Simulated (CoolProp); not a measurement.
Properties of R407C at several states.

Model: reference Helmholtz-energy equation of state, Lemmon 2003, in CoolProp. It is a pseudo-pure fit of the blend.

```
T (K)  p (MPa)          phase  cp (kJ/(kg K))  viscosity (µPa s)  conductivity (mW/(m K))
-----  -------  -------------  --------------  -----------------  -----------------------
418.3     2.78            gas           1.156         (withheld)               (withheld)
280.3     3.37         liquid      (withheld)         (withheld)               (withheld)
395.6    0.944            gas           1.027               16.5                     21.3
236       27.6         liquid           1.270                426               (withheld)
423       27.2  supercritical      (withheld)               87.3               (withheld)
```

Question: Fill in the missing entries.

Answer: 
- 418.3, viscosity (µPa s): 18.5
- 418.3, conductivity (mW/(m K)): 24.8
- 280.3, cp (kJ/(kg K)): 1.418
- 280.3, viscosity (µPa s): 198
- 280.3, conductivity (mW/(m K)): 93.9
- 236, conductivity (mW/(m K)): 123
- 423, cp (kJ/(kg K)): 1.542
- 423, conductivity (mW/(m K)): 69.4

Viscosity comes from a separate model (Geller 2000). Thermal conductivity comes from a separate model (Geller 2001).
